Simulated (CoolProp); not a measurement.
Vapour-liquid equilibrium of ethane (1) + C3F8 (R218) (2) at 232.2 K; x and y are mole fractions of (1).

Model: multi-fluid Helmholtz-energy mixture model, Bücker 2006 and Lemmon 2006; pair parameters Bell 2016, in CoolProp.

**Question.** Give the bubble pressure and the first vapour's composition at x = 0.45, 0.55, 0.75. Is there an azeotrope?

**Answer.** x = 0.45: 545.5 kPa, y = 0.880; x = 0.55: 586.4 kPa, y = 0.895; x = 0.75: 653.2 kPa, y = 0.924. No azeotrope shows between x = 0.05 and 0.95.

Pair parameters are fitted to limited data, so mixtures are less certain than the pure fluids. With so large a gap from Raoult's law the liquid may split in two, which this calculation doesn't test in full.
